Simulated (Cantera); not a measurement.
Charge: 1 mol Fe2O3, 19 mol H2, 0.46 mol H2O, equilibrated at 60.0 Pa.

Cantera equilibrium calculation (NASA polynomials, part measured and part estimated; ideal gas, pure solids and liquids). Candidate condensed phases: Fe, FeO, Fe(OH)2, Fe(OH)3, Fe2O3, Fe3O4, H2O; 12 gas species. Mutual solubility and eutectic melting of coexisting phases are not modelled. The tables' stoichiometric FeO is somewhat more stable than real wüstite, so its field is too wide. FeO: taken at fixed stoichiometry. The numbers say what is thermodynamically allowed, not how fast it happens.

log p: log10 of the partial pressure in bar; n: condensed amount in mol.

| T (°C) | log p H2 | log p H2O | log p H | log p Fe | n Fe(α) | n FeO(s) | n Fe(γ) |
|---|---|---|---|---|---|---|---|
| 677 | -3.29 | -4.09 | -10.90 | -14.95 | ? | 0.826 | 0 |
| 727 | -3.29 | -4.04 | -10.29 | -13.83 | ? | 0.510 | 0 |
| 777 | -3.30 | -4.00 | -9.74 | -12.81 | ? | 0.200 | 0 |
| 827 | -3.31 | -3.97 | -9.24 | -11.90 | 2.00 | 0 | 0 |
| 877 | -3.31 | -3.97 | -8.78 | -11.07 | 2.00 | 0 | 0 |
| 927 | -3.31 | -3.97 | -8.36 | -10.30 | 0 | 0 | 2.00 |
| 977 | -3.31 | -3.97 | -7.97 | -9.61 | 0 | 0 | 2.00 |
| 1027 | -3.31 | -3.97 | -7.61 | -8.96 | 0 | 0 | 2.00 |

### Question
Fill in the missing entries.

### Answer

- 677, n Fe(α): 1.17
- 727, n Fe(α): 1.49
- 777, n Fe(α): 1.80
